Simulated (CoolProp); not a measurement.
Properties of R1132(E) along the isobar 65 bar.

The numbers come from the reference Helmholtz-energy equation of state, Akasaka 2024 in CoolProp.

```json
[
 {"T (K)": "263.6", "phase": "liquid", "cv (kJ/(kg K))": "1.066", "Joule-Thomson coefficient (K/MPa)": "-0.1891", "isothermal compressibility (1/MPa)": "0.002713"},
 {"T (K)": "272.9", "phase": "liquid", "cv (kJ/(kg K))": "1.067", "Joule-Thomson coefficient (K/MPa)": "?", "isothermal compressibility (1/MPa)": "0.003221"},
 {"T (K)": "282.2", "phase": "liquid", "cv (kJ/(kg K))": "1.069", "Joule-Thomson coefficient (K/MPa)": "?", "isothermal compressibility (1/MPa)": "0.003885"},
 {"T (K)": "291.5", "phase": "liquid", "cv (kJ/(kg K))": "1.071", "Joule-Thomson coefficient (K/MPa)": "-0.02310", "isothermal compressibility (1/MPa)": "0.004775"},
 {"T (K)": "300.9", "phase": "liquid", "cv (kJ/(kg K))": "1.075", "Joule-Thomson coefficient (K/MPa)": "0.06918", "isothermal compressibility (1/MPa)": "0.006029"},
 {"T (K)": "310.2", "phase": "liquid", "cv (kJ/(kg K))": "?", "Joule-Thomson coefficient (K/MPa)": "0.1919", "isothermal compressibility (1/MPa)": "?"},
 {"T (K)": "319.5", "phase": "liquid", "cv (kJ/(kg K))": "1.085", "Joule-Thomson coefficient (K/MPa)": "?", "isothermal compressibility (1/MPa)": "0.01065"},
 {"T (K)": "328.8", "phase": "liquid", "cv (kJ/(kg K))": "1.093", "Joule-Thomson coefficient (K/MPa)": "?", "isothermal compressibility (1/MPa)": "0.01546"},
 {"T (K)": "338.2", "phase": "liquid", "cv (kJ/(kg K))": "?", "Joule-Thomson coefficient (K/MPa)": "1.035", "isothermal compressibility (1/MPa)": "0.02529"}
]
```

**Question.** Complete the blanks.

**Answer.** 
- 272.9, Joule-Thomson coefficient (K/MPa): -0.1467
- 282.2, Joule-Thomson coefficient (K/MPa): -0.09269
- 310.2, cv (kJ/(kg K)): 1.079
- 310.2, isothermal compressibility (1/MPa): 0.007841
- 319.5, Joule-Thomson coefficient (K/MPa): 0.3628
- 328.8, Joule-Thomson coefficient (K/MPa): 0.6153
- 338.2, cv (kJ/(kg K)): 1.105
